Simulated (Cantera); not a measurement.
Transport properties of process gases

Gas mixture: 100 % N₂O, at 58.0 Pa, frozen composition.

Cantera's kinetic-theory transport with the Lennard-Jones parameters of GRI-Mech 3.0, ideal gas; thermal conductivity in the mixture-averaged form. The composition is frozen, though it would react at the higher temperatures.

```csv
T (K),ρ (kg/m³),cp (J/kg/K),μ (µPa s),λ (mW/m/K),Pr,D (cm²/s) NH₃,D (cm²/s) H₂O,D (cm²/s) OH
400,0.000768,970.3,19.5,25.5,0.741,493,510,717
550,0.000558,1073,25.5,37.0,0.739,909,947,1250
700,0.000439,1150,30.8,47.9,0.739,1420,1490,1890
850,0.000361,1210,35.6,58.2,0.739,2030,2130,2630
1000,0.000307,1255,40.0,68.0,0.739,2710,2850,3460
1150,0.000267,1285,44.1,77.1,0.736,3460,3650,4370
```
D: mixture-averaged diffusion coefficient of that species in the mixture.
